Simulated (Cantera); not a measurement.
# Adiabatic ignition

An adiabatic, constant-volume homogeneous reactor starts with 17.8 % CH4, 2.49 % H2, 16.7 % O2, 63.0 % N2, equivalence ratio 2.2, at 1550 K and 1000000 Pa.

Cantera simulation using GRI-Mech 3.0 (53 species, 325 reactions); the numbers are that mechanism's predictions, not measurements.

| t (s) | T (K) | P (bar) | x CH4 | x H2 | x O2 | x H2O2 | x CO |
|---|---|---|---|---|---|---|---|
| 2.00e-6 | 1550 | 10.00 | 0.178 | 0.0249 | 0.167 | 3.26e-7 | 3.23e-9 |
| 5.53e-6 | 1550 | 10.00 | 0.178 | 0.0249 | 0.167 | 8.57e-7 | 1.52e-7 |
| 1.53e-5 | 1552 | 10.0 | 0.177 | 0.0249 | 0.167 | 1.58e-6 | 1.30e-5 |
| 4.23e-5 | 1571 | 10.1 | 0.173 | 0.0249 | 0.165 | 4.73e-6 | 0.000505 |
| 0.000117 | 2791 | 21.5 | 2.39e-7 | 0.197 | 7.45e-6 | 1.84e-8 | 0.137 |
| 0.000323 | 2793 | 21.5 | 4.55e-9 | 0.196 | 7.65e-6 | 1.88e-8 | 0.137 |
| 0.000894 | 2793 | 21.5 | 4.51e-9 | 0.196 | 7.67e-6 | 1.88e-8 | 0.137 |
| 0.00247 | 2793 | 21.5 | 4.51e-9 | 0.196 | 7.67e-6 | 1.88e-8 | 0.137 |
| 0.00684 | 2793 | 21.5 | 4.51e-9 | 0.196 | 7.67e-6 | 1.88e-8 | 0.137 |
| 0.0189 | 2793 | 21.5 | 4.51e-9 | 0.196 | 7.67e-6 | 1.88e-8 | 0.137 |
| 0.0523 | 2793 | 21.5 | 4.51e-9 | 0.196 | 7.67e-6 | 1.88e-8 | 0.137 |
| 0.145 | 2793 | 21.5 | 4.51e-9 | 0.196 | 7.67e-6 | 1.88e-8 | 0.137 |
| 0.400 | 2793 | 21.5 | 4.51e-9 | 0.196 | 7.67e-6 | 1.88e-8 | 0.137 |
x: mole fraction; the columns are a selection and need not sum to one.

| Quantity | Value |
|---|---|
| time of steepest temperature rise | 90.1 µs |
| temperature at 0.400 s | 2793 K |
| equilibrium temperature | 2793 K |
| x(CH4) at 0.400 s | 4.51e-9 (gas-phase equilibrium 5.05e-9) |
| x(H2) at 0.400 s | 0.196 (gas-phase equilibrium 0.196) |
| x(O2) at 0.400 s | 7.67e-6 (gas-phase equilibrium 7.67e-6) |
